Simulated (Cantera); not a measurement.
A closed system holds: 1 mol SiH2Cl2, 0.1 mol NO, at 1425 °C and 20.0 Pa.

Method: chemical equilibrium by Gibbs-energy minimisation in Cantera with the NASA 1993 tables (ideal gas, pure condensed phases). Candidate condensed phases: H2O, NH4Cl, Si, SiO2, Si2N2O, Si3N4; 47 gas species. The tables' values for SiCl, SiCl3 are old estimates; treat these amounts as uncertain. The numbers say what is thermodynamically allowed, not how fast it happens.

Base state: H2 0.363, SiCl2 0.361, HCl 0.191, SiO 0.0461, N2 0.0231, H 0.00617, Si 0.00329, Cl 0.00253 (mole fractions); condensed: Si(l).

What changes in the equilibrium state with this change: SiH2Cl2 replaced by SiH4?


```tsv
species	before	after
H2	0.363	0.918
SiO	0.0461	0.0461
N2	0.0231	0.0231
SiCl2	0.361	0
HCl	0.191	0
Cl	0.00253	0
SiCl	0.00242	0
Si(l), mol	0.101	0.893
```
Gases not in the tables: Si2H6 and higher silanes.
